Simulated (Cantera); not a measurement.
Input: 1 mol CH3SiCl3, 1.9 mol HCl, 480 mol H2, 0.19 mol C2H4, held at 0.100 bar.

Cantera equilibrium calculation (NASA polynomials, part measured and part estimated; ideal gas, pure solids and liquids). Candidate condensed phases: C, C6H6, C7H8, C8H18, Si, SiC; 109 gas species. The feed counts by its element totals alone. Kinetics and transport are ignored.

### Question
At 1027 °C, list the 3 most abundant gas species with their mole fractions, and the condensed phases.

### Answer
H2 0.989, HCl 0.0101, CH4 0.000769. Condensed: C(graphite) + SiC(s).
